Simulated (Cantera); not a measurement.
Feed: 1 mol Cu, 5.8 mol HF, 0.49 mol H₂, at 10.0 mbar.

These are equilibrium values from Cantera (NASA tables, ideal gas, pure condensed phases), not measurements of a reactor. Candidate condensed phases: Cu, CuF₂; 15 gas species. Rates play no part.

x: gas mole fraction; n: condensed amount in mol.

```csv
T (K),x HF,x H₂,x Cu,x CuF,n Cu(s),n Cu(l)
1200,0.922,0.0779,1.23e-6,…,1.000,0
1225,0.922,0.0779,2.42e-6,…,1.000,0
1250,0.922,0.0779,4.64e-6,…,1.000,0
1275,0.922,0.0779,8.66e-6,…,1.000,0
1300,0.922,0.0779,1.58e-5,…,1.000,0
1325,0.922,0.0779,2.81e-5,…,1.000,0
1350,0.922,0.0779,4.89e-5,…,0.999,0
1375,0.922,0.0779,8.23e-5,…,0,0.999
1400,0.922,0.0779,0.000135,…,0,0.998
1425,0.922,0.0779,0.000217,…,0,0.998
```

Problem. Some entries are withheld; supply them.

Solution. 
- 1200, x CuF: 2.91e-6
- 1225, x CuF: 4.91e-6
- 1250, x CuF: 8.09e-6
- 1275, x CuF: 1.31e-5
- 1300, x CuF: 2.07e-5
- 1325, x CuF: 3.23e-5
- 1350, x CuF: 4.94e-5
- 1375, x CuF: 7.34e-5
- 1400, x CuF: 0.000107
- 1425, x CuF: 0.000153
